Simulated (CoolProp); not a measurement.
Vapour-liquid equilibrium of propylene (1) + isobutane (2) at 23.15 °C; x and y are mole fractions of (1).

Values from CoolProp's multi-fluid Helmholtz-energy mixture model, Lemmon 2013 and Bücker 2006; pair parameters Bell 2016.

```csv
x,"bubble pressure, mixture model (kPa)","bubble pressure, Raoult's law (kPa)","y, mixture model","y, Raoult's law"
0.05,378.1,370.6,?,0.149
0.2,477.9,486.1,0.401,0.453
0.35,?,601.6,0.559,0.641
0.5,644.5,717.1,?,0.768
0.65,?,832.6,?,0.860
0.8,887.6,948.1,0.919,0.930
0.95,?,1064,?,0.984
```

Q: Some entries are withheld; supply them.

A: 
- 0.05, y, mixture model: 0.151
- 0.35, bubble pressure, mixture model (kPa): 558.3
- 0.5, y, mixture model: 0.696
- 0.65, bubble pressure, mixture model (kPa): 751.3
- 0.65, y, mixture model: 0.819
- 0.95, bubble pressure, mixture model (kPa): 1048
- 0.95, y, mixture model: 0.986

The largest gap from Raoult's law is -10.1 % in bubble pressure, at x = 0.5. No azeotrope shows between x = 0.05 and 0.95.

Pair parameters are fitted to limited data, so mixtures are less certain than the pure fluids. The gap from Raoult's law changes sign with composition, which may be real or a fault of the pair parameters; it wasn't checked against measurements.
